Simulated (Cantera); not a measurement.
What does this Cantera script print?

```python
import numpy as np
import cantera as ct

gas_names = """
    C CH CH2 CH3 CH2OH CH3O CH4 CH3OH CO CO2 COOH C2 C2H CHCO,ketyl C2H2,acetylene C2H2,vinylidene
    CH2CO,ketene C2H3,vinyl CH3CO,acetyl C2H4 C2H4O,ethylen CH3CHO,ethanal CH3COOH (HCOOH)2 C2H5 C2H6
    CH3OCH3 C2H5OH C2O C3 C3H3,propargyl C3H4,allene C3H4,propyne C3H4,cyclo- C3H5,allyl C3H6,propylene
    C3H6,cyclo- C3H6O C3H7,n-propyl C3H7,i-propyl C3H8 C3H8O,1propanol C3H8O,2propanol C3O2 C4 C4H2
    C4H4,1,3-cyclo- C4H6,butadiene C4H6,2-butyne C4H6,cyclo- C4H8,1-butene C4H8,cis2-buten
    C4H8,tr2-butene C4H8,isobutene C4H8,cyclo- (CH3COOH)2 C4H9,n-butyl C4H9,i-butyl C4H9,s-butyl
    C4H9,t-butyl C4H10,isobutane C4H10,n-butane C5 C5H6,1,3cyclo- C5H8,cyclo- C5H10,1-pentene
    C5H10,cyclo- C5H11,pentyl C5H11,t-pentyl C5H12,n-pentane C5H12,i-pentane CH3C(CH3)2CH3 C6H2
    C6H5,phenyl C6H5O,phenoxy C6H6 C6H5OH,phenol C6H10,cyclo- C6H12,1-hexene C6H12,cyclo- C6H13,n-hexyl
    C7H7,benzyl C7H8 C7H8O,cresol C7H14,1-heptene C7H15,n-heptyl C7H16,n-heptane C8H8,styrene
    C8H10,ethylbenz C8H16,1-octene C8H17,n-octyl C8H18,isooctane C8H18,n-octane C9H19,n-nonyl
    C10H8,naphthale C10H21,n-decyl C12H9,o-bipheny C12H10,bipheny H HCO HO2 H2 HCHO,formaldehy HCOOH H2O
    H2O2 Mg MgH MgO MgOH MgO2H2 Mg2 O OH O2 O3
""".split()
cond_names = """
    C(gr) C6H6(L) C7H8(L) C8H18(L),n-octa H2O(s) H2O(L) Mg(cr) Mg(L) MgCO3(s) MgO(s) MgO(L) MgO2H2(s)
""".split()


def load(file, names, dense=False):
    # The tables refer to 1 bar. Condensed volumes are neglected.
    table = {s.name: s for s in ct.Species.list_from_file(file)}
    out = []
    for n in names:
        d = dict(table[n].input_data)
        d["thermo"] = dict(d["thermo"], **{"reference-pressure": 1e5})
        if dense:
            d["equation-of-state"] = {"model": "constant-volume", "density": "1e6 g/cm^3"}
        out.append(ct.Species.from_dict(d))
    return out


gas = ct.Solution(thermo="ideal-gas", species=load("nasa_gas.yaml", gas_names))
cond = {s.name: ct.Solution(thermo="fixed-stoichiometry", species=[s], name=s.name)
        for s in load("nasa_condensed.yaml", cond_names, dense=True)}
atoms = {
    'Mg(OH)2': {'Mg': 1, 'O': 2, 'H': 2},
    'H2': {'H': 2},
    'CO2': {'C': 1, 'O': 2},
}
top_T = {'C(gr)': 4500}  # K; cautious upper limits of use, not melting points


def equilibrate(T, P, feed):
    n = {}
    for name, mol in feed.items():
        for a, k in atoms[name].items():
            n[a] = n.get(a, 0.0) + k * mol
    gas.TPX = T, P, n
    mass = sum(n.values()) * gas.mean_molecular_weight
    gas.equilibrate("TP")
    valid = [c for c in cond.values() if c.min_temp <= T <= top_T.get(c.name, c.max_temp)]
    mix = ct.Mixture([(gas, mass / gas.mean_molecular_weight)] + [(c, 0.0) for c in valid])
    mix.T, mix.P = T, P
    mix.equilibrate("TP", solver="vcs", rtol=1e-11, max_steps=5000)
    return mix


results = []
feed = {'Mg(OH)2': 1, 'H2': 2.9, 'CO2': 4.9}  # mol
for P in [10, 52, 270, 1400, 7200, 37000, 190000, 1000000]:
    for T in [698, 748, 798, 848, 898, 948, 998, 1048, 1098, 1148, 1198, 1248, 1298]:
        mix = equilibrate(T, P, feed)
        results.append((T, P, feed, dict(zip(mix.species_names, mix.species_moles))))

for T, P, feed, n in results:
    print(f"{T:7g} {P:10.4g}  " + (" + ".join(c for c in cond_names if n.get(c, 0) > 1e-12) or "gas only"))
```

Output:

```
    698         10  MgO(s)
    748         10  MgO(s)
    798         10  MgO(s)
    848         10  MgO(s)
    898         10  MgO(s)
    948         10  MgO(s)
    998         10  MgO(s)
   1048         10  MgO(s)
   1098         10  MgO(s)
   1148         10  MgO(s)
   1198         10  MgO(s)
   1248         10  MgO(s)
   1298         10  MgO(s)
    698         52  MgO(s)
    748         52  MgO(s)
    798         52  MgO(s)
    848         52  MgO(s)
    898         52  MgO(s)
    948         52  MgO(s)
    998         52  MgO(s)
   1048         52  MgO(s)
   1098         52  MgO(s)
   1148         52  MgO(s)
   1198         52  MgO(s)
   1248         52  MgO(s)
   1298         52  MgO(s)
    698        270  MgO(s)
    748        270  MgO(s)
    798        270  MgO(s)
    848        270  MgO(s)
    898        270  MgO(s)
    948        270  MgO(s)
    998        270  MgO(s)
   1048        270  MgO(s)
   1098        270  MgO(s)
   1148        270  MgO(s)
   1198        270  MgO(s)
   1248        270  MgO(s)
   1298        270  MgO(s)
    698       1400  MgO(s)
    748       1400  MgO(s)
    798       1400  MgO(s)
    848       1400  MgO(s)
    898       1400  MgO(s)
    948       1400  MgO(s)
    998       1400  MgO(s)
   1048       1400  MgO(s)
   1098       1400  MgO(s)
   1148       1400  MgO(s)
   1198       1400  MgO(s)
   1248       1400  MgO(s)
   1298       1400  MgO(s)
    698       7200  C(gr) + MgO(s)
    748       7200  MgO(s)
    798       7200  MgO(s)
    848       7200  MgO(s)
    898       7200  MgO(s)
    948       7200  MgO(s)
    998       7200  MgO(s)
   1048       7200  MgO(s)
   1098       7200  MgO(s)
   1148       7200  MgO(s)
   1198       7200  MgO(s)
   1248       7200  MgO(s)
   1298       7200  MgO(s)
    698    3.7e+04  C(gr) + MgO(s)
    748    3.7e+04  C(gr) + MgO(s)
    798    3.7e+04  MgO(s)
    848    3.7e+04  MgO(s)
    898    3.7e+04  MgO(s)
    948    3.7e+04  MgO(s)
    998    3.7e+04  MgO(s)
   1048    3.7e+04  MgO(s)
   1098    3.7e+04  MgO(s)
   1148    3.7e+04  MgO(s)
   1198    3.7e+04  MgO(s)
   1248    3.7e+04  MgO(s)
   1298    3.7e+04  MgO(s)
    698    1.9e+05  C(gr) + MgO(s)
    748    1.9e+05  C(gr) + MgO(s)
    798    1.9e+05  C(gr) + MgO(s)
    848    1.9e+05  MgO(s)
    898    1.9e+05  MgO(s)
    948    1.9e+05  MgO(s)
    998    1.9e+05  MgO(s)
   1048    1.9e+05  MgO(s)
   1098    1.9e+05  MgO(s)
   1148    1.9e+05  MgO(s)
   1198    1.9e+05  MgO(s)
   1248    1.9e+05  MgO(s)
   1298    1.9e+05  MgO(s)
    698      1e+06  C(gr) + MgCO3(s)
    748      1e+06  C(gr) + MgO(s)
    798      1e+06  C(gr) + MgO(s)
    848      1e+06  C(gr) + MgO(s)
    898      1e+06  MgO(s)
    948      1e+06  MgO(s)
    998      1e+06  MgO(s)
   1048      1e+06  MgO(s)
   1098      1e+06  MgO(s)
   1148      1e+06  MgO(s)
   1198      1e+06  MgO(s)
   1248      1e+06  MgO(s)
   1298      1e+06  MgO(s)
```

Method: chemical equilibrium by Gibbs-energy minimisation in Cantera with the NASA 1993 tables (ideal gas, pure condensed phases).
